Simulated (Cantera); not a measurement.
A perfectly stirred reactor is fed with H2 : O2 : N2 = 1 : 1.11 : 4.18 (molar parts), equivalence ratio 0.45, at 0.240 bar; it is adiabatic with a 475 K inlet, and is followed from long to short residence time, starting on the burning branch (τ in s: 0.48, 0.13, 0.037, 0.01, 0.0029, 0.00082, 0.00023, 6.4e-05, 1.8e-05, 5.1e-06).

Detailed kinetics in Cantera: the H2/O2 subset of GRI-Mech 3.0, which has no nitrogen chemistry.

One state of this run: T (K) = 1167; x H2 = 0.0294; x O2 = 0.117; x H2O2 = 2.49e-6; x H2O = 0.123; x O = 0.00817; x OH = 0.00376. x: mole fraction; the columns are a selection and need not sum to one.

### Question
Which value of τ (s) does it belong to?
A) 0.0029
B) 0.00023
C) 0.010
D) 0.13

### Answer
B, 0.00023
